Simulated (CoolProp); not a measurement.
R123 at 317.14 K and 0.141 MPa flows at 0.072 m/s in a round tube of 100 mm bore and 0.25 µm roughness, fully developed (64/Re and Nu = 3.66 if laminar; Colebrook and Gnielinski if turbulent). Each further row changes one setting.

Model: reference Helmholtz-energy equation of state, Younglove 1994, in CoolProp. It is a modified Benedict-Webb-Rubin equation, recast in Helmholtz form.

```csv
case,Reynolds number,Darcy friction factor,pressure drop (Pa/m),heat-transfer coefficient (W/(m² K)),mass flow (kg/h)
as stated,5430,0.0365,0.00815,[?],17.5
velocity 0.144 m/s,10900,0.0302,0.0270,[?],[?]
diameter 200 mm,10900,0.0302,0.00337,1.72,70.1
```

Problem. Some entries are withheld; supply them.

Solution. 
- as stated, heat-transfer coefficient (W/(m² K)): 1.89
- velocity 0.144 m/s, heat-transfer coefficient (W/(m² K)): 3.45
- velocity 0.144 m/s, mass flow (kg/h): 35.0

Viscosity comes from a separate model (Tanaka 1996). Thermal conductivity comes from a separate model (Laesecke 1996).
